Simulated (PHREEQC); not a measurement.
Solution (52 °C): 0.0012 mol/kgw HF and 0.024 mol/kgw NH4F. Closed to the air; pH follows from the charge balance.

The numbers come from PHREEQC with the ion-association model, phreeqc.dat.

```tsv
quantity	before	after
pH	4.67	5.73
HF (mol/kgw)	0.00107	0.000718
HF2- (mol/kgw)	0.000111	0.000737
NH3 (mol/kgw)	3.10e-6	0.000258
```

Which change was made?
A) NH4F from 0.024 to 0.24 mol/kgw
B) HF from 0.0012 to 0.00132 mol/kgw
C) 0.0019 mol/kgw HBr added
D) NH4F from 0.024 to 0.0216 mol/kgw

A, NH4F from 0.024 to 0.24 mol/kgw

No solid was allowed to form. At this temperature some constants are extrapolated from 25 °C, and those without enthalpy data are left unchanged.
